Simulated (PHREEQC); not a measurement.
A solution holds 5.7 mmol/kgw ZnSO4 and 2.1 mmol/kgw NaCl, at 20 °C. Closed to the air; pH follows from the charge balance.

Computed with PHREEQC (ion-association model, phreeqc.dat).

| quantity | before | after |
|---|---|---|
| pH | 5.88 | 2.80 |
| ionic strength (mol/kgw) | 0.0191 | 0.0211 |
| SO4-2 (mol/kgw) | 0.00418 | 0.00474 |
| ZnSO4 (mol/kgw) | 0.00139 | 0.00148 |
| Zn(SO4)2-2 (mol/kgw) | 5.01e-5 | 6.03e-5 |
| ZnOH+ (mol/kgw) | 1.64e-6 | 1.31e-9 |
| SI of Zn(OH)2(e) (Zn(OH)2) | -2.33 | -8.51 |

Problem. What was changed between the two runs?
A) 0.0011 mol/kgw H2SO4 added
B) NaCl left out
C) ZnSO4 from 0.0057 to 0.00513 mol/kgw

Solution. A, 0.0011 mol/kgw H2SO4 added

No solid was allowed to form.
